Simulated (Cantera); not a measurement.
A perfectly stirred reactor is fed with H2 : O2 : N2 = 1.4 : 1 : 0.52 (molar parts), at 45000 Pa; it is held at 1225 K, and followed from long to short residence time.

Cantera simulation using the H2/O2 subset of GRI-Mech 3.0, which has no nitrogen chemistry; the numbers are that mechanism's predictions, not measurements. The temperature is held fixed by assumption; the heat of reaction is taken as removed at once.

One state of this run: x H2 = 0.000116; x O2 = 0.135; x O = 3.57e-6; x OH = 0.000121; x H2O = 0.630. x: mole fraction; the columns are a selection and need not sum to one.

Task: Which value of τ (s) does it belong to?
(A) 1.5
(B) 0.0019
(C) 0.00049
(D) 5.6

Result: D, 5.6
